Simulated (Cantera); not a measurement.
A Cantera script and its output.

```python
import numpy as np
import cantera as ct

gas = ct.Solution("gri30.yaml")
gas.TPX = 350, 500000, {'CH4': 0.72, 'H2': 0.095, 'O2': 3.15, 'N2': 11.8}
inlet = ct.Reservoir(gas, clone=True)
gas.equilibrate("HP")  # start burning
reactor = ct.IdealGasConstPressureReactor(gas, energy="on", clone=False)
exhaust = ct.Reservoir(gas, clone=True)
tau = [0.12, 0.055, 0.025, 0.012, 0.0054, 0.0025, 0.0012, 0.00054, 0.00025, 0.00011, 5.3e-05][0]
for a, b in ((inlet, reactor), (reactor, exhaust)):
    ct.MassFlowController(a, b, mdot=lambda t: reactor.mass / tau)
net = ct.ReactorNet([reactor])
show = ['CH4', 'H2', 'O2', 'C2H4', 'C2H2', 'N2O']

rows = []
print(f"{'tau/s':>10s}{'T/K':>9s}" + "".join(f"{s:>11s}" for s in show))
for tau in [0.12, 0.055, 0.025, 0.012, 0.0054, 0.0025, 0.0012, 0.00054, 0.00025, 0.00011, 5.3e-05]:
    net.initial_time = 0.0
    net.advance(30 * tau)
    before = gas.X
    net.advance(40 * tau)
    drift = np.max(np.abs(gas.X - before) / (gas.X + 1e-9))
    rows.append([gas.T, *gas[show].X, drift])
    print(f"{tau:10.3e}{gas.T:9.1f}" + "".join(f"{x:11.3e}" for x in gas[show].X))
```

It prints:

```
     tau/s      T/K        CH4         H2         O2       C2H4       C2H2        N2O
 1.200e-01   1472.7  2.896e-05  1.257e-05  1.059e-01  1.286e-07  3.653e-08  8.606e-07
 5.500e-02   1470.1  5.373e-05  2.422e-05  1.061e-01  3.538e-07  7.844e-08  1.182e-06
 2.500e-02   1464.8  1.043e-04  4.946e-05  1.064e-01  9.818e-07  1.579e-07  1.494e-06
 1.200e-02   1453.9  2.087e-04  1.046e-04  1.071e-01  2.643e-06  2.857e-07  1.630e-06
 5.400e-03   1416.1  6.017e-04  3.147e-04  1.097e-01  1.079e-05  5.795e-07  1.336e-06
 2.500e-03    350.0  4.567e-02  6.026e-03  1.998e-01 -5.176e-18 -7.966e-20 -2.763e-20
 1.200e-03    350.0  4.567e-02  6.026e-03  1.998e-01 -1.613e-21 -2.482e-23 -8.608e-24
 5.400e-04    350.0  4.567e-02  6.026e-03  1.998e-01 -1.019e-22 -1.568e-24 -5.437e-25
 2.500e-04    350.0  4.567e-02  6.026e-03  1.998e-01 -6.435e-24 -9.904e-26 -3.435e-26
 1.100e-04    350.0  4.567e-02  6.026e-03  1.998e-01 -4.065e-25 -6.256e-27 -2.170e-27
 5.300e-05    350.0  4.567e-02  6.026e-03  1.998e-01 -2.567e-26 -3.952e-28 -1.370e-28
```

Computed with Cantera and GRI-Mech 3.0 (53 species, 325 reactions).
